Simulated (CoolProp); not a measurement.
Vapour-liquid equilibrium of R13 (1) + R11 (2) at -28.85 °C; x and y are mole fractions of (1).

The numbers come from the multi-fluid Helmholtz-energy mixture model, Platzer 1990 and Jacobsen 1992; pair parameters Bell 2016 in CoolProp. This equation is an older, rougher fit; its heat capacities, sound speeds and derivatives of the liquid may be far off and weren't checked against measurements.

| x | bubble pressure, mixture model (MPa) | bubble pressure, Raoult's law (MPa) | y, mixture model | y, Raoult's law |
|---|---|---|---|---|
| 0.05 | 0.08170 | 0.05293 | 0.882 | 0.824 |
| 0.2 | 0.2640 | 0.1823 | 0.965 | 0.957 |
| 0.35 | 0.4036 | 0.3117 | 0.979 | 0.980 |
| 0.5 | 0.5136 | 0.4411 | 0.985 | 0.989 |
| 0.65 | 0.6085 | 0.5705 | 0.989 | 0.994 |
| 0.8 | 0.7047 | 0.6998 | 0.993 | 0.997 |
| 0.95 | 0.8229 | 0.8292 | 0.998 | 0.999 |

The largest gap from Raoult's law is +54.4 % in bubble pressure, at x = 0.05. No azeotrope shows between x = 0.05 and 0.95.

The pair parameters rest on a limited set of measurements; away from them the model extrapolates. The gap from Raoult's law changes sign with composition, which may be real or a fault of the pair parameters; it wasn't checked against measurements. With so large a gap from Raoult's law the liquid may split in two, which this calculation doesn't test in full.
